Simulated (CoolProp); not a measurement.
Vapour-liquid equilibrium of cyclohexane (1) + n-dodecane (2) at 372 K; x and y are mole fractions of (1).

The numbers come from the multi-fluid Helmholtz-energy mixture model, Zhou 2014 and Lemmon 2004; pair parameters Bell 2016 in CoolProp.

```
x      bubble pressure (MPa)  y at the bubble point  dew pressure at overall composition x (MPa)  liquid density (mol/L)
-----  ---------------------  ---------------------  -------------------------------------------  ----------------------
0.05                0.008605                  0.786                                     0.002019                   4.169
0.125                0.01904                  0.910                                     0.002190                   4.351
0.2                  0.03001                  0.948                                     0.002392                   4.547
0.275                0.04152                  0.965                                     0.002636                   4.759
0.35                 0.05355                  0.976                                     0.002934                   4.991
0.425                0.06605                  0.983                                     0.003309                   5.243
0.5                  0.07897                  0.987                                     0.003794                   5.519
0.575                0.09221                  0.991                                     0.004445                   5.822
0.65                  0.1057                  0.993                                     0.005365                   6.157
0.725                 0.1194                  0.995                                     0.006765                   6.529
0.8                   0.1331                  0.997                                     0.009155                   6.944
0.875                 0.1468                  0.998                                      0.01415                   7.410
0.95                  0.1605                  0.999                                      0.03122                   7.936
```

No azeotrope shows between x = 0.05 and 0.95.

Pair parameters are fitted to limited data, so mixtures are less certain than the pure fluids.
